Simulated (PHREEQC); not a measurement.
PHREEQC input (ion-association model, wateq4f.dat):

```
SOLUTION_MASTER_SPECIES
  An  An-  0  An  62.0  # stands for a non-complexing anion
SOLUTION_SPECIES
  An- = An-
    -log_k 0
    -gamma 3.0 0
PHASES
  Fix_H+
    H+ = H+
    -log_k 0
SOLUTION 1
  temp 25
  units mmol/kgw
  pH 7 charge
  Cl 0.082
  Ca 0.041
  Na 10
  An 10
END
SELECTED_OUTPUT 1
  -reset false
  -pH true
  -pe true
  -ionic_strength true
  -water true
  -totals Ca Cl Na
  -molalities Hfo_wOH Hfo_wOH2+ Hfo_wO- Hfo_sOH Hfo_sOH2+ Hfo_sO- Hfo_sOHCa+2 Hfo_wOCa+
  -saturation_indices Portlandite Halite
USER_PUNCH 1
  -headings sigma psi
  10 PUNCH EDL("sigma", "Hfo"), EDL("psi", "Hfo")
PRINT
  -reset false
USE solution 1
SURFACE 1
  Hfo_wOH 0.00629213 600 2.8
  Hfo_sOH 0.000157303
EQUILIBRIUM_PHASES 1
  Fix_H+ -4 HAn 10
    -force_equality true
  O2(g) -0.68 10
END
# ... the last block is repeated for the other 16 points of pH, with NaOH or the acid as the point needs
```

Selected output (columns that matter, 13 of 17 rows; pH added in front):

```
pH	mu	Ca	Cl	Na	m_Hfo_wOH	m_Hfo_wOH2+	m_Hfo_wO-	m_Hfo_sOH	m_Hfo_sOH2+	m_Hfo_sO-	si_Portlandite	si_Halite	sigma	psi
4	0.012194	4.1e-05	8.2e-05	0.01	0.0023978	0.0038602	3.4122e-05	5.9946e-05	9.6504e-05	8.5304e-07	-19.376	-7.7662	0.22525	0.18239
4.38	0.011736	4.1e-05	8.2e-05	0.01	0.0030945	0.0031275	7.0144e-05	7.7363e-05	7.8187e-05	1.7536e-06	-18.613	-7.7646	0.17999	0.17187
5.12	0.011061	4.0997e-05	8.2e-05	0.01	0.0040945	0.0020062	0.00019144	0.00010236	5.0153e-05	4.786e-06	-17.129	-7.7622	0.10684	0.1467
5.5	0.010811	4.099e-05	8.2e-05	0.01	0.0044043	0.0016122	0.00027563	0.0001101	4.0303e-05	6.8902e-06	-16.367	-7.7612	0.07869	0.13171
5.88	0.010616	4.0962e-05	8.2e-05	0.01	0.0046011	0.001325	0.00036602	0.000115	3.3117e-05	9.1485e-06	-15.606	-7.7605	0.056461	0.11539
6.62	0.010358	4.0382e-05	8.2e-05	0.01	0.0047753	0.00098823	0.00052861	0.00011894	2.4614e-05	1.3166e-05	-14.13	-7.7595	0.027126	0.080105
7	0.010267	3.8303e-05	8.2e-05	0.01	0.0048076	0.00088813	0.00059619	0.00011826	2.1846e-05	1.4665e-05	-13.393	-7.7592	0.017481	0.060543
7.38	0.010183	3.0911e-05	8.2e-05	0.01	0.0048231	0.00081234	0.00065601	0.00011339	1.9098e-05	1.5423e-05	-12.725	-7.7588	0.010309	0.040438
8.12	0.010088	5.5808e-06	8.2e-05	0.01007	0.0048264	0.00069914	0.00076328	9.6065e-05	1.3916e-05	1.5192e-05	-11.988	-7.7554	0.00012288	0.00053583
8.5	0.010129	1.2612e-06	8.2e-05	0.010166	0.0048206	0.00065581	0.00081174	9.32e-05	1.2679e-05	1.5694e-05	-11.874	-7.7514	-0.0047946	-0.020331
8.88	0.010182	2.5746e-07	8.2e-05	0.010273	0.0048096	0.00061152	0.00086658	9.2515e-05	1.1763e-05	1.6669e-05	-11.805	-7.7471	-0.010503	-0.041072
9.62	0.010364	1.2428e-08	8.1999e-05	0.010599	0.0047515	0.00049911	0.0010363	9.184e-05	9.647e-06	2.0029e-05	-11.642	-7.7343	-0.027039	-0.079941
10	0.010543	2.8915e-09	8.1999e-05	0.010892	0.0046786	0.00042354	0.001184	9.0945e-05	8.2329e-06	2.3015e-05	-11.517	-7.7231	-0.040156	-0.0986
```

Complexes and solids missing from the database can't appear.
